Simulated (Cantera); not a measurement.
Mixture: CH₄ : O₂ : N₂ = 1 : 1.54 : 5.78 (molar parts), equivalence ratio 1.3, at 7500 Torr, adiabatic and at constant volume. Ignition delay is the time to a rise of 400 K.

Computed with Cantera and GRI-Mech 3.0 (53 species, 325 reactions).

Problem. What does this change do: pressure from 7500 Torr to 750 Torr?

Solution. 
| quantity | before | after |
|---|---|---|
| delay at 1150 K | 9.71 ms | 0.105 s |
| delay at 1300 K | 1.56 ms | 12.7 ms |
| delay at 1450 K | 0.316 ms | 2.09 ms |
| delay at 1600 K | 76.3 µs | 0.473 ms |
| delay at 1750 K | 22.2 µs | 0.148 ms |
| apparent activation energy between 1675 and 1825 K | 190 kJ/mol | 170 kJ/mol |
